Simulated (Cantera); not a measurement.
An isothermal, constant-pressure homogeneous reactor starts with 69.4 % CH₄, 30.6 % H₂O, at 1873 K and 1.00 atm.

Computed with Cantera and GRI-Mech 3.0 (53 species, 325 reactions). GRI-Mech 3.0 stops at C3 and has no aromatics, soot or wall deposition, so with more carbon than oxygen in the feed, carbon stays in small species such as C2H2 where larger ones or solid carbon would form.

One state of this run: x CH₄ = 0.00682; x H₂O = 1.15e-6; x CO₂ = 5.78e-8; x C₂H₄ = 0.00101; x OH = 6.65e-11. x: mole fraction; the columns are a selection and need not sum to one.

Problem. Which value of t (s) does it belong to?
A. 0.00163
B. 0.00445
C. 0.667
D. 13.5

Solution. D, 13.5
